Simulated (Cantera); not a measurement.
Equilibrium for metals in furnace atmospheres: Ni + NH3 + N2

A closed system holds: 1 mol Ni, 2.1 mol NH3, 120 mol N2, at 1373 K and 1.00 bar.

Cantera equilibrium calculation (NASA polynomials, part measured and part estimated; ideal gas, pure solids and liquids). Candidate condensed phases: Ni; 10 gas species. The numbers say what is thermodynamically allowed, not how fast it happens.

- x(N2): 0.975
- x(H2): 0.0254
- n(Ni(s)): 1.00 mol
- gas amount: 124.2 mol
